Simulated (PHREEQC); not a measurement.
Solution (10 °C): 0.02 mol NiSO4, 0.0028 mol H3BO3 and 0.0033 mol HCl per kg of water. Closed to the air; pH follows from the charge balance.

Model: ion-association model, wateq4f.dat, run in PHREEQC.

**Question.** The ionic strength comes out as 0.0568 mol/kgw. What activity coefficients do Ni+2, NiCl+, Cl-, HSO4-, SO4-2 get?

**Answer.** Ni+2 0.45, NiCl+ 0.82, Cl- 0.81, HSO4- 0.82, SO4-2 0.45.

No solid was allowed to form. Constants without temperature data keep their 25 °C values here.
